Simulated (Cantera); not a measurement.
Feed: 1 mol C3H6, 0.66 mol H2O, 31 mol H2, held at 0.100 bar.

These are equilibrium values from Cantera (NASA tables, ideal gas, pure condensed phases), not measurements of a reactor. Candidate condensed phases: C, C6H6, C7H8, C8H18, H2O; 110 gas species. Rates play no part.

Over these rows the condensed part is C(graphite). Partial pressures as log10 of bar:

| T (K) | 1000/T (1/K) | log p C2H2 (acetylene) | log p H2 | log p CO |
|---|---|---|---|---|
| 1323 | 0.7559 | -7.09 | -1.01 | -2.73 |
| 1423 | 0.7027 | -6.47 | -1.01 | -2.73 |
| 1523 | 0.6566 | -5.94 | -1.01 | -2.73 |
| 1623 | 0.6161 | -5.47 | -1.01 | -2.73 |
| 1723 | 0.5804 | ? | -1.01 | -2.73 |
| 1823 | 0.5485 | -4.68 | -1.01 | -2.73 |

Question: Fit log p(C2H2 (acetylene)) = a + b·(1000/T) to the five rows, give the apparent enthalpy, and predict the row at 1723 K.

Answer: Means: 1000/T = 0.6560, log p = -5.930. Sxy = -0.293837, Sxx = 0.0253095, so b = -11.61 and a = -5.930 − (-11.61)×0.6560 = 1.69.
Apparent enthalpy: −19.145 × (-11.61) = 222 kJ/mol. With the condensed phases at unit activity, 2 C(graphite) + H2(g) = C2H2 (acetylene)(g) links this pressure to the main gases: over the six rows their terms move log p by +0.00 in all, so the slope is close to that reaction's ΔH°. The five rows lie within 0.01 of the line.
Prediction at 1723 K: 1.69 + (-11.61)×0.5804 = -5.05. The computed value is -5.05, 0.00 from the line.
